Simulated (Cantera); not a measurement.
MgCO3 + O2 (calcination and drying)

Feed: 1 mol MgCO3, 0.2 mol O2, equilibrated at 10.0 mbar.

Equilibrium computed with Cantera from the NASA thermochemical tables; the gas is ideal and each condensed phase is pure. Candidate condensed phases: C, Mg, MgCO3, MgO; 15 gas species. Kinetics and transport are ignored.

```csv
T (°C),log p CO2,log p O2,log p CO,log p O,log p Mg,log p MgO,n MgO(s)
1177,-2.08,-2.78,-6.34,-7.09,<-14,<-14,1.00
1227,-2.08,-2.78,-6.00,-6.78,-13.33,-13.40,1.00
1277,-2.08,-2.78,-5.69,-6.50,-12.51,-12.66,1.00
1327,-2.08,-2.78,-5.39,-6.23,-11.74,-11.97,1.00
1377,-2.08,-2.78,-5.11,-5.98,-11.01,-11.32,1.00
1427,-2.08,-2.78,-4.86,-5.74,-10.33,-10.71,1.00
1477,-2.08,-2.78,-4.61,-5.51,-9.69,-10.13,1.00
1527,-2.08,-2.77,-4.38,-5.30,-9.08,-9.59,1.00
1577,-2.08,-2.77,-4.17,-5.10,-8.51,-9.07,1.00
1627,-2.09,-2.77,-3.96,-4.91,-7.97,-8.58,1.000
1677,-2.09,-2.76,-3.78,-4.73,-7.46,-8.12,1.000
1727,-2.10,-2.76,-3.60,-4.55,-6.98,-7.69,1.000
1777,-2.11,-2.75,-3.44,-4.38,-6.52,-7.27,1.000
```
log p: log10 of the partial pressure in bar; n: condensed amount in mol.

From 1177 °C to 1777 °C the condensed part is MgO(s).
